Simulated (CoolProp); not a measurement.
Vapour-liquid equilibrium of ethanol (1) + n-octane (2) at 367.4 K; x and y are mole fractions of (1).

Values from CoolProp's multi-fluid Helmholtz-energy mixture model, Schroeder 2014 and Beckmüller 2019; pair parameters Bell 2016.

```
x     bubble pressure, mixture model (MPa)  bubble pressure, Raoult's law (MPa)  y, mixture model  y, Raoult's law
----  ------------------------------------  -----------------------------------  ----------------  ---------------
0.05                               0.08744                              0.04595             0.565            0.200
0.2                                 0.1530                              0.06765             0.766            0.542
0.35                                0.1692                              0.08935             0.796            0.718
0.5                                 0.1736                               0.1110             0.806            0.826
0.65                                0.1774                               0.1327             0.820            0.898
0.8                                 0.1824                               0.1544             0.856            0.950
0.95                                0.1848                               0.1761             0.947            0.989
```

The largest gap from Raoult's law is +126.2 % in bubble pressure, at x = 0.2. y crosses x between x = 0.8 and 0.95: the model has an azeotrope there.

The pair parameters rest on a limited set of measurements; away from them the model extrapolates. With so large a gap from Raoult's law the liquid may split in two, which this calculation doesn't test in full.
